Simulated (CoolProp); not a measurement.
Hydrogen chloride at 293.15 K and 9.36 MPa is throttled through a valve to 1.56 MPa with no heat exchange. Each further row changes one setting.

Model: reference Helmholtz-energy equation of state, Thol 2018, in CoolProp.

```tsv
case	temperature change (K)	final phase	final density (kg/m³)
as stated	___	two-phase, vapour fraction 0.209	___
outlet pressure 0.468 MPa	-73.0	___	___
outlet pressure 2.03 MPa	-29.0	___	209
```

Q: Complete the blanks.

A: 
- as stated, temperature change (K): -38.2
- as stated, final density (kg/m³): 139
- outlet pressure 0.468 MPa, final phase: two-phase, vapour fraction 0.333
- outlet pressure 0.468 MPa, final density (kg/m³): 29.9
- outlet pressure 2.03 MPa, final phase: two-phase, vapour fraction 0.169
